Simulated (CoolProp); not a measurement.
A simple Rankine cycle with propylene: condensing at 314.15 K, boiler at 3.83 MPa, turbine inlet 369.7 K, turbine efficiency 0.6, pump efficiency 0.6, no recuperator. Each further row changes one setting.

Model: reference Helmholtz-energy equation of state, Lemmon 2013, in CoolProp.

| case | thermal efficiency (%) | net work (kJ/kg) | heat in (kJ/kg) | turbine exit temperature (K) | volume ratio over the turbine |
|---|---|---|---|---|---|
| as stated | 4.6 | … | 348 | 328.3 | 2.51 |
| turbine inlet 389.7 K | 5.0 | 20.2 | 403 | 353.3 | 2.40 |
| condensing temperature 306.15 K | 5.6 | 20.8 | 370 | 320.9 | 3.05 |
| boiler pressure 2.68 MPa | 3.2 | 12.3 | 389 | 350.3 | … |
| turbine efficiency 0.5 | … | … | 348 | 330.2 | 2.54 |

### Question
What belongs in the gaps?

### Answer

- as stated, net work (kJ/kg): 16.1
- boiler pressure 2.68 MPa, volume ratio over the turbine: 1.63
- turbine efficiency 0.5, thermal efficiency (%): 3.5
- turbine efficiency 0.5, net work (kJ/kg): 12.2
